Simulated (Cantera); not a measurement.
# Ignition delay

Mixture: 17.0 % CH₃OH, 12.8 % O₂, 48.0 % N₂, 22.1 % H₂O, equivalence ratio 2.0, at 6530 Torr, adiabatic and at constant volume. Ignition delay is the time to a rise of 400 K.

Computed with Cantera and GRI-Mech 3.0 (53 species, 325 reactions). GRI-Mech 3.0 was tuned for natural gas; its chemistry of methanol as a main component is partial and can be far from experiment.

```tsv
T0 (K)	delay (ms)
1225	0.693
1325	0.150
1425	0.0408
1525	0.0137
1625	0.00547
1725	0.00254
1825	0.00135
1925	0.000803
2025	0.000534
2125	0.000391
```

```yaml
apparent activation energy between 1925 and 2125 K: 120 kJ/mol
```
